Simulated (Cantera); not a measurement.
Charge: 1 mol Si₂Cl₆, 3.9 mol N₂, 78 mol H₂, at 55.0 Pa.

Cantera equilibrium calculation (NASA polynomials, part measured and part estimated; ideal gas, pure solids and liquids). Candidate condensed phases: NH₄Cl, Si, Si₃N₄; 28 gas species. The feed counts by its element totals alone. N₂ is the only nitrogen source here; it is nearly inert below about 1500 K, so the nitride shown seldom forms there in practice. The tables' values for SiCl, SiCl₃, SiN are old estimates; treat these amounts as uncertain. Gases not in the tables: Si₂H₆ and higher silanes. The numbers say what is thermodynamically allowed, not how fast it happens.

log p: log10 of the partial pressure in bar; n: condensed amount in mol.

```
T (K)  log p H₂  log p H  log p HCl  log p N₂  log p Si  log p SiCl₂  n Si₃N₄(s)  n Si(s)  n Si(l)
-----  --------  -------  ---------  --------  --------  -----------  ----------  -------  -------
775       -3.31   -13.66      -4.40     -4.77      <-15       -13.31       0.666        0        0
875       -3.31   -11.95      -4.40     -4.77      <-15       -11.26       0.666        0        0
975       -3.31   -10.59      -4.40     -4.77      <-15        -9.64       0.666        0        0
1075      -3.31    -9.49      -4.40     -4.77      <-15        -8.31       0.666        0        0
1175      -3.31    -8.56      -4.41     -4.77    -14.35        -7.22       0.663        0        0
1275      -3.31    -7.79      -4.41     -4.76    -11.94        -6.33       0.642        0        0
1375      -3.31    -7.12      -4.46     -4.74     -9.89        -5.65       0.553        0        0
1475      -3.31    -6.54      -4.55     -4.60     -8.24        -5.29           0     1.19        0
1575      -3.31      ___      -4.55     -4.60       ___        -5.27           0     1.15        0
1675      -3.31    -5.59      -4.56     -4.60     -6.36        -5.26           0     1.05        0
1775      -3.32    -5.20      -4.56     -4.60     -5.66        -5.29           0        0    0.799
1875      -3.33      ___      -4.55     -4.61       ___          ___           0        0        0
1975      -3.35    -4.54      -4.50     -4.62     -5.00        -5.77           0        0        0
2075      -3.37    -4.26      -4.50     -4.63     -4.96        -6.26           0        0        0
```

### Question
Complete the blanks.

### Answer

- 1575, log p H: -6.04
- 1575, log p Si: -7.24
- 1875, log p H: -4.85
- 1875, log p Si: -5.12
- 1875, log p SiCl₂: -5.39
